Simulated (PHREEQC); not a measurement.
**Reverse-osmosis permeate**

A made-up water analysis in mmol/kgw, 25 °C, pH 5.83, pe 11.4: Na 0.0389; K 0.0571; Ca 0.05; Mg 0.0319; Cl 0.0801; S(6) 0.0797; Alkalinity (meq/kgw) 0.0245; Si 4.64e-05; Cd 8.72e-05; Pb 0.00116; O(0) (counted as O atoms) 0.00114.

Cl is adjusted to close the charge balance.
Valence states are taken as typed.

All values are PHREEQC results (ion-association model, wateq4f.dat), not measurements.

```json
{
  "ionic_strength": "0.000422 mol/kgw"
}
```

```csv
species,molality,activity,log γ
CO2,8.42e-5,8.43e-5,0.000
SO4-2,7.85e-5,7.15e-5,-0.041
Cl-,7.84e-5,7.66e-5,-0.010
K+,5.71e-5,5.57e-5,-0.010
Ca+2,4.93e-5,4.50e-5,-0.040
Na+,3.89e-5,3.80e-5,-0.010
Mg+2,3.14e-5,2.86e-5,-0.040
HCO3-,2.59e-5,2.53e-5,-0.010
H+,1.51e-6,1.48e-6,-0.010
Pb+2,1.07e-6,9.75e-7,-0.041
CaSO4,6.41e-7,6.41e-7,0.000
O2,5.70e-7,5.70e-7,0.000
```

Precipitation was switched off in this run. Complexes and solids missing from the database can't appear.
